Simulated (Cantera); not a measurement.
Input: 1 mol SiH4, 140 mol H2, 0.0093 mol Cl2, at 133 Pa.

These are equilibrium values from Cantera (NASA tables, ideal gas, pure condensed phases), not measurements of a reactor. Candidate condensed phases: Si; 19 gas species. Gases not in the tables: Si2H6 and higher silanes. The numbers say what is thermodynamically allowed, not how fast it happens.

x: gas mole fraction; n: condensed amount in mol.

```csv
T (K),x H2,x H,x Si,x HCl,x SiH,x SiH2,n Si(s),n Si(l)
800,1.000,(withheld),<1e-12,0.000131,<1e-12,<1e-12,1.000,0
900,1.000,(withheld),<1e-12,0.000131,<1e-12,3.71e-12,1.000,0
1000,1.000,(withheld),<1e-12,0.000131,<1e-12,9.37e-11,1.000,0
1100,1.000,(withheld),1.77e-11,0.000131,1.95e-11,1.32e-9,1.000,0
1200,1.000,(withheld),1.04e-9,0.000131,5.70e-10,1.19e-8,1.000,0
1300,1.000,(withheld),3.25e-8,0.000131,9.84e-9,7.65e-8,1.000,0
1400,1.000,(withheld),6.17e-7,0.000131,1.12e-7,3.77e-7,1.000,0
1500,0.999,(withheld),7.89e-6,0.000131,9.25e-7,1.50e-6,0.999,0
1600,0.998,(withheld),7.31e-5,0.000130,5.81e-6,5.00e-6,0.988,0
1700,0.995,(withheld),0.000509,0.000130,2.87e-5,1.41e-5,0,0.921
```

### Question
Fill in the missing entries.

### Answer

- 800, x H: 7.93e-11
- 900, x H: 3.20e-9
- 1000, x H: 6.22e-8
- 1100, x H: 7.08e-7
- 1200, x H: 5.40e-6
- 1300, x H: 3.03e-5
- 1400, x H: 0.000133
- 1500, x H: 0.000482
- 1600, x H: 0.00149
- 1700, x H: 0.00403
